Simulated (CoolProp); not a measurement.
Values from CoolProp's reference Helmholtz-energy equation of state, Wu 2012.

Question: For fluoroethane (R161), give the phase and the Z, Joule-Thomson coefficient (K/MPa), isothermal compressibility (1/MPa), expansivity (1/kK) at 427.2 K and 1.79 MPa; 427.2 K and 4.64 MPa.

Answer: 
- 427.2 K and 1.79 MPa: gas; Z 0.915, Joule-Thomson coefficient 7.27, isothermal compressibility 0.613, expansivity 3.13
- 427.2 K and 4.64 MPa: gas; Z 0.764, Joule-Thomson coefficient 7.74, isothermal compressibility 0.290, expansivity 5.50
